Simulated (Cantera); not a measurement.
An isothermal plug-flow reactor at 1323 K and 370000 Pa (inlet), inlet velocity 1 m/s, active area per volume 680 1/m; feed CH4 : O2 : N2 = 0.0064 : 0.03 : 0.79 (molar parts).

Model: Deutschmann's 1995 Pt surface mechanism with GRI-Mech 3.0 gas chemistry, integrated in Cantera. Catalytic surfaces can have several steady states; this one follows from the mechanism file's or the stated starting coverage. Mass transfer to the wall is taken as infinitely fast.

One state of this run: x CH4 = 3.49e-5; x O2 = 0.0212; x H2O = 0.0152; x CO2 = 0.00745; x CO = 6.67e-7; θ free Pt = 0.565; θ O* = 0.433; θ OH* = 0.00221. x: gas mole fraction; θ: surface coverage.

### Question
Which value of z (m) does it belong to?
(A) 7.5e-05
(B) 0.0075
(C) 0.0035
(D) 0.00016

### Answer
B, 0.0075
